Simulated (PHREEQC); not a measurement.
Dissolve 0.011 mol Na2B4O7 per kg of water at 25 °C. Closed to the air; pH follows from the charge balance.

Model: Pitzer model, pitzer.dat, run in PHREEQC.

The pH is 9.18 and the ionic strength comes out as 0.0221 mol/kgw. The osmotic coefficient is 0.965. The total alkalinity is 22.0 meq/kg.

| species | molality | activity | log γ |
|---|---|---|---|
| Na+ | 0.0220 | 0.0188 | -0.067 |
| B(OH)4- | 0.0214 | 0.0182 | -0.069 |
| B(OH)3 | 0.0209 | 0.0208 | -0.002 |
| B3O3(OH)4- | 0.000499 | 0.000406 | -0.089 |
| B4O5(OH)4-2 | 6.33e-5 | 3.18e-5 | -0.299 |
| OH- | 1.78e-5 | 1.54e-5 | -0.064 |

This is a speciation only: nothing precipitates in the calculation. Complexes and solids missing from the database can't appear.
